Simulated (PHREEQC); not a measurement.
Dissolve 1.5 mmol/kgw H3PO4, 9.2 mmol/kgw NaOH and 36 mmol/kgw NaCl at 25 °C and 50 atm. Closed to the air; pH follows from the charge balance.

Equilibrium calculation in PHREEQC: ion-association model, phreeqc.dat.

```json
[
 {"quantity": "pH", "before": "11.64", "after": "11.53"},
 {"quantity": "SI of Halite (NaCl)", "before": "-4.54", "after": "-2.77"}
]
```

Task: Which change was made?
(A) NaOH left out
(B) NaOH from 0.0092 to 0.046 mol/kgw
(C) NaCl from 0.036 to 0.36 mol/kgw
(D) diluted 5-fold with water
(E) H3PO4 left out

Result: C, NaCl from 0.036 to 0.36 mol/kgw

This is a speciation only: nothing precipitates in the calculation. Under pressure, the constants of complexes without a molar volume in the database are unreliable.
